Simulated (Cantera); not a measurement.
Roasting and sulfation: FeS2 + H2S + O2

A closed system holds: 1 mol FeS2, 0.28 mol H2S, 0.12 mol O2, at 0.190 bar.

Method: chemical equilibrium by Gibbs-energy minimisation in Cantera with the NASA 1993 tables (ideal gas, pure condensed phases). Candidate condensed phases: Fe, FeO, Fe(OH)2, Fe(OH)3, FeS, FeSO4, FeS2, Fe2O3, Fe2(SO4)3, Fe3O4, H2O, H2SO4, S; 22 gas species. FeS: taken at fixed stoichiometry. Gases not in the tables: S3 to S7. Rates play no part.

```csv
T (°C),log p S2,log p H2O,log p H2S,log p H2,log p SO2,log p SO,log p SH,n FeS(s),n FeS(l)
802,-0.92,-1.47,-1.60,-2.94,-2.07,-5.01,-4.75,1.00,0
877,-0.92,-1.46,-1.63,-2.70,-2.11,-4.64,-4.38,1.00,0
952,-0.91,-1.45,-1.68,-2.49,-2.13,-4.31,-4.07,1.00,0
1027,-0.91,-1.45,-1.72,-2.31,-2.14,-4.02,-3.80,1.00,0
1102,-0.91,-1.45,-1.77,-2.16,-2.14,-3.75,-3.56,1.00,0
1177,-0.91,-1.46,-1.83,-2.04,-2.13,-3.51,-3.36,1.00,0
1252,-0.91,-1.47,-1.88,-1.94,-2.12,-3.28,-3.17,0,1.00
1327,-0.92,-1.49,-1.95,-1.85,-2.10,-3.08,-3.01,0,1.000
1402,-0.92,-1.51,-2.01,-1.78,-2.08,-2.89,-2.87,0,1.000
1477,-0.92,-1.54,-2.07,-1.72,-2.06,-2.72,-2.74,0,1.000
1552,-0.93,-1.56,-2.14,-1.67,-2.05,-2.57,-2.63,0,1.000
```
log p: log10 of the partial pressure in bar; n: condensed amount in mol.

From 802 °C to 1177 °C the condensed part is FeS(s). From 1252 °C to 1552 °C the condensed part is FeS(l).
